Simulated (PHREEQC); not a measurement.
# Cooling-tower water

Model water analysis in mg/L, 70 °C, pH 6.76, pe 8.7: Na 387; K 12.7; Ca 100; Mg 59.1; Cl 645; S(6) as SO4 232; Alkalinity as HCO3 270; Pb 5.82; Li 0.0715; Zn 18.

Valence states are taken as typed.

Equilibrium calculation in PHREEQC: ion-association model, phreeqc.dat.

```json
{
 "ionic_strength": "0.0316 mol/kgw",
 "specific_conductance": "6000 µS/cm",
 "charge_balance_error": "0.3 %"
}
```

```csv
species,molality,activity,log γ
Cl-,0.0182,0.0151,-0.081
Na+,0.0168,0.0140,-0.077
HCO3-,0.00407,0.00343,-0.075
Ca+2,0.00220,0.00110,-0.300
Mg+2,0.00188,0.000958,-0.292
SO4-2,0.00161,0.000797,-0.307
CO2,0.00120,0.00121,0.003
MgSO4,0.000487,0.000490,0.003
K+,0.000322,0.000267,-0.082
CaSO4,0.000208,0.000210,0.003
```

This is a speciation only: nothing precipitates in the calculation. The solution is supersaturated, for example in Cerussite, Pb(OH)2, so a real one may precipitate; this is no full list. Away from 25 °C the constants follow the database's enthalpies or fits; those with neither stay at their 25 °C values. The database's zinc carbonate complexes are estimates, stronger than later reviews accept.
